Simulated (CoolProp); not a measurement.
Vapour-liquid equilibrium of C2F6 (R116) (1) + R134a (2) at 218 K; x and y are mole fractions of (1).

Model: multi-fluid Helmholtz-energy mixture model, Lemmon 2006 and Tillner-Roth 1994; pair parameters Bell 2016, in CoolProp.

**Question.** Give the bubble pressure and the first vapour's composition at x = 0.05, 0.35, 0.5. Is there an azeotrope?

**Answer.** x = 0.05: 0.08610 MPa, y = 0.753; x = 0.35: 0.2375 MPa, y = 0.920; x = 0.5: 0.2499 MPa, y = 0.926. No azeotrope shows between x = 0.05 and 0.95.

The pair parameters rest on a limited set of measurements; away from them the model extrapolates. With so large a gap from Raoult's law the liquid may split in two, which this calculation doesn't test in full.
